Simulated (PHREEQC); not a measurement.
Solution A (0.012 mol/kgw H2SO4, 7.8e-05 mol/kgw LiCl and 0.048 mol/kgw MgSO4) is mixed with solution B (0.11 mol MgCl2, 0.094 mol Na2SO4 and 0.038 mol MgSO4 per kg of water) at 40 °C; shares are by mass of water, 1 kg in all. CO2 from the air is kept out. The run lets Bischofite, Bloedite, Brucite, Epsomite, Halite, Hexahydrite, Kieserite, Mirabilite, Thenardite, MgCl2_4H2O precipitate or redissolve, and no other solid.

Equilibrium calculation in PHREEQC: Pitzer model, pitzer.dat.

```tsv
share of solution B	pH	HSO4- (mol/kgw)
0	2.12	0.0135
0.1	2.19	0.0123
0.2	2.25	0.0111
0.3	2.33	0.00988
0.4	(withheld)	(withheld)
0.5	2.50	0.00723
0.6	(withheld)	0.00584
0.7	2.74	0.00442
0.8	2.92	(withheld)
0.9	(withheld)	0.00150
1	6.59	6.62e-7
```

Q: Fill in the missing entries.

A: 
- 0.4, pH: 2.41
- 0.4, HSO4- (mol/kgw): 0.00857
- 0.6, pH: 2.60
- 0.8, HSO4- (mol/kgw): 0.00297
- 0.9, pH: 3.23

Complexes and solids missing from the database can't appear. Away from 25 °C the constants follow the database's enthalpies or fits; those with neither stay at their 25 °C values.
